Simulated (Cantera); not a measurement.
An isothermal, constant-pressure homogeneous reactor starts with C₂H₆ : N₂ = 1 : 2.6 (molar parts), at 1825 K and 0.132 atm. Integrator tolerance rtol = 1e-08.

Computed with Cantera and GRI-Mech 3.0 (53 species, 325 reactions). GRI-Mech 3.0 stops at C3 and has no aromatics, soot or wall deposition, so with more carbon than oxygen in the feed, carbon stays in small species such as C2H2 where larger ones or solid carbon would form.

### Question
What does this change do: temperature 1825 to 1025 K?

### Answer
| quantity | before | after |
|---|---|---|
| x(C₂H₆) at 100 s | 8.90e-9 (gas-phase equilibrium 5.63e-9) | 0.00762 (gas-phase equilibrium 0.000406) |
| x(H) at 100 s | 0.000725 (gas-phase equilibrium 0.000725) | 1.11e-7 (gas-phase equilibrium 2.24e-9) |
| x(CH₃) at 100 s | 2.34e-5 (gas-phase equilibrium 1.87e-5) | 4.36e-7 (gas-phase equilibrium 2.87e-7) |
| x(C₂H₂) at 100 s | 0.178 (gas-phase equilibrium 0.112) | 0.0205 (gas-phase equilibrium 0.0363) |
| x(C₂H₄) at 100 s | 0.000165 (gas-phase equilibrium 0.000104) | 0.171 (gas-phase equilibrium 0.0497) |
| x(C₂H) at 100 s | 3.52e-6 (gas-phase equilibrium 2.22e-6) | <1e-12 (gas-phase equilibrium <1e-12) |
| x(HCN) at 100 s | 0.000317 (gas-phase equilibrium 0.132) | <1e-12 (gas-phase equilibrium 0.0391) |
